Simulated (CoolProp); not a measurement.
Model: reference Helmholtz-energy equation of state, Gao 2022, in CoolProp.

Problem. For n-perfluoropentane, give the phase and the density (kg/m³), cp (kJ/(kg K)), cv (kJ/(kg K)), expansivity (1/kK) at 191.4 K and 0.0267 MPa.

Solution. 
- 191.4 K and 0.0267 MPa: liquid; density 1920, cp 0.851, cv 0.661, expansivity 1.51
